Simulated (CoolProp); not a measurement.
R141b along the isotherm 138.75 °C: density (kg/m³) from the reference equation and from simpler models built on Tc = 204.4 °C, pc = 4212 kPa, ω = 0.220; each cubic takes its own stable root.

The numbers come from the reference Helmholtz-energy equation of state, Lemmon 2006 in CoolProp. It is a short technical equation, of lower accuracy than the large ones.

```csv
p (kPa),phase,reference,van der Waals,Redlich-Kwong,Peng-Robinson
6.66,gas,0.2276,0.2276,0.2276,0.2276
10.4,gas,0.3556,0.3555,0.3556,0.3557
16.1,gas,0.5509,0.5507,0.5509,0.5510
25.1,gas,0.8599,0.8593,0.8598,0.8601
39.1,gas,1.342,1.340,1.342,1.343
60.9,gas,2.096,2.092,2.095,2.098
94.9,gas,3.280,3.272,3.279,3.285
148,gas,5.152,5.131,5.149,5.162
230,gas,8.095,8.043,8.088,8.120
358,gas,12.83,12.70,12.81,12.89
558,gas,20.62,20.25,20.55,20.76
869,gas,33.88,32.79,33.62,34.21
1350,gas,58.56,54.71,57.28,59.20
2110,liquid,972.3,100.6,815.5,967.9
```

At some of these states van der Waals gives the other phase, because its saturation line lies elsewhere.
